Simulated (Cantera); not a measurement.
**Metals in furnace atmospheres: Fe + CO2 + H2**

Feed: 1 mol Fe, a varied amount of CO2, 4.3 mol H2, held at 1623 K and 158 Torr.

Method: chemical equilibrium by Gibbs-energy minimisation in Cantera with the NASA 1993 tables (ideal gas, pure condensed phases). Candidate condensed phases: C, C6H6, C7H8, C8H18, Fe, Fe(CO)5, FeO, Fe(OH)2, Fe(OH)3, Fe2O3, Fe3O4, H2O; 114 gas species. Mutual solubility and eutectic melting of coexisting phases are not modelled. The tables' stoichiometric FeO is somewhat more stable than real wüstite, so its field is too wide. FeO: taken at fixed stoichiometry. The numbers say what is thermodynamically allowed, not how fast it happens.

| n(CO2) (mol) | x H2 | x CO2 | x CO | x H2O | x H | n Fe(γ) | n FeO(s) |
|---|---|---|---|---|---|---|---|
| 0.014 | 0.993 | 3.41e-6 | 0.00324 | 0.00324 | 0.000150 | 1.000 | 0 |
| 0.039 | 0.982 | 2.64e-5 | 0.00896 | 0.00896 | 0.000149 | 1.000 | 0 |
| 0.11 | 0.950 | 0.000208 | 0.0247 | 0.0247 | 0.000147 | 1.000 | 0 |
| 0.31 | 0.867 | 0.00160 | 0.0656 | 0.0656 | 0.000140 | 1.000 | 0 |
| 0.87 | 0.675 | 0.0117 | 0.157 | 0.157 | 0.000124 | 1.000 | 0 |
| 2.5 | 0.431 | 0.0481 | 0.320 | 0.201 | 9.90e-5 | 0.194 | 0.805 |
| 6.9 | 0.117 | 0.260 | 0.356 | 0.266 | 5.17e-5 | 0 | 1.000 |
| 20 | 0.0167 | 0.622 | 0.201 | 0.160 | 1.95e-5 | 0 | 1.000 |
x: gas mole fraction; n: condensed amount in mol.

From 0.014 mol CO2 to 0.87 mol CO2 the condensed part is Fe(γ). At 2.5 mol CO2 the condensed part is Fe(γ) + FeO(s). From 6.9 mol CO2 to 20 mol CO2 the condensed part is FeO(s). The main Fe-bearing gas is Fe at 0.014 mol CO2 and Fe(OH)2 at 20 mol CO2.
